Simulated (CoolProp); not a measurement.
Vapour-liquid equilibrium of ethanol (1) + toluene (2) at 415.4 K; x and y are mole fractions of (1).

The numbers come from the multi-fluid Helmholtz-energy mixture model, Schroeder 2014 and Lemmon 2006; pair parameters Bell 2016 in CoolProp.

| x | bubble pressure (bar) | y at the bubble point | dew pressure at overall composition x (bar) | liquid density (mol/L) |
|---|---|---|---|---|
| 0.05 | 3.388 | 0.330 | 2.420 | 8.232 |
| 0.2 | 5.401 | 0.608 | 2.862 | 8.710 |
| 0.35 | 6.360 | 0.691 | 3.484 | 9.301 |
| 0.5 | 6.911 | 0.741 | 4.416 | 10.05 |
| 0.65 | 7.338 | 0.790 | 5.870 | 10.99 |
| 0.8 | 7.711 | 0.857 | 7.408 | 12.20 |
| 0.95 | 7.983 | 0.957 | 7.972 | 13.74 |

No azeotrope shows between x = 0.05 and 0.95.

Pair parameters are fitted to limited data, so mixtures are less certain than the pure fluids. With so large a gap from Raoult's law the liquid may split in two, which this calculation doesn't test in full.
